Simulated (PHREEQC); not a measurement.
Dissolve 0.0019 mol/kgw KHCO3 at 91 °C. Closed to the air; pH follows from the charge balance.

The numbers come from PHREEQC with the ion-association model, phreeqc.dat.

Each row changes one thing in this solution. Precipitation was switched off in this run.

```
case                                            pH  ionic strength (mol/kgw)
--------------------------------------------  ----  ------------------------
as made                                       7.92                   0.00191
diluted 5-fold with water                        ?                  0.000381
diluted 100-fold with water                   6.98                   1.91e-5
temperature from 91 to 40 °C                  8.17                   0.00192
temperature from 91 to 25 °C                  8.28                   0.00192
KHCO3 replaced by KNO3 at the same molality   6.19                   0.00190
KHCO3 replaced by K2CO3 at the same molality  9.52                   0.00424
temperature from 91 to 80 °C                  7.97                   0.00192
KHCO3 from 0.0019 to 0.019 mol/kgw               ?                    0.0193
```

What belongs in the gaps?


- diluted 5-fold with water, pH: 7.64
- KHCO3 from 0.0019 to 0.019 mol/kgw, pH: 8.08

At this temperature some constants are extrapolated from 25 °C, and those without enthalpy data are left unchanged.
